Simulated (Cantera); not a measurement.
Charge: 1 mol FeS, 4 mol H2, 0.31 mol H2O, equilibrated at 4.10 bar.

Method: chemical equilibrium by Gibbs-energy minimisation in Cantera with the NASA 1993 tables (ideal gas, pure condensed phases). Candidate condensed phases: Fe, FeO, Fe(OH)2, Fe(OH)3, FeS, FeSO4, FeS2, Fe2O3, Fe2(SO4)3, Fe3O4, H2O, H2SO4, S; 22 gas species. Metal and sulfide melt together well below either melting point, which pure phases cannot show. Mutual solubility and eutectic melting of coexisting phases are not modelled. FeS: taken at fixed stoichiometry. Equilibrium is a limit: real reactors are often held back by kinetics, nucleation or transport.

**Question.** Which condensed phases are stable at each of these points (T (K)): 1150, 1200, 1250, 1300, 1350, 1400, 1450, 1500, 1550, 1600, 1650?

**Answer.** 
| T (K) | condensed phases | Fe condensed (%) |
|---|---|---|
| 1150 | Fe(α) + FeS(s) | 100.0 |
| 1200 | Fe(γ) + FeS(s) | 100.0 |
| 1250 | Fe(γ) + FeS(s) | 100.0 |
| 1300 | Fe(γ) + FeS(s) | 100.0 |
| 1350 | Fe(γ) + FeS(s) | 100.0 |
| 1400 | Fe(γ) + FeS(s) | 100.0 |
| 1450 | Fe(γ) + FeS(s) | 100.0 |
| 1500 | Fe(γ) + FeS(l) | 100.0 |
| 1550 | Fe(γ) + FeS(l) | 100.0 |
| 1600 | Fe(γ) + FeS(l) | 100.0 |
| 1650 | Fe(γ) + FeS(l) | 100.0 |

At 1150 K the condensed part is Fe(α) + FeS(s). From 1200 K to 1450 K the condensed part is Fe(γ) + FeS(s). From 1500 K to 1650 K the condensed part is Fe(γ) + FeS(l).
